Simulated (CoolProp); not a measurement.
Cyclohexane at 298.15 K and 0.00993 MPa is compressed adiabatically to 0.0154 MPa with isentropic efficiency 0.6. Each further row changes one setting.

Computed with CoolProp (reference Helmholtz-energy equation of state, Zhou 2014).

```tsv
case	work (kJ/kg)	final temperature (K)	final density (kg/m³)
as stated	21.8	315.0	0.499
efficiency 1	13.1	308.5	0.510
efficiency 0.65	20.1	313.7	0.501
```
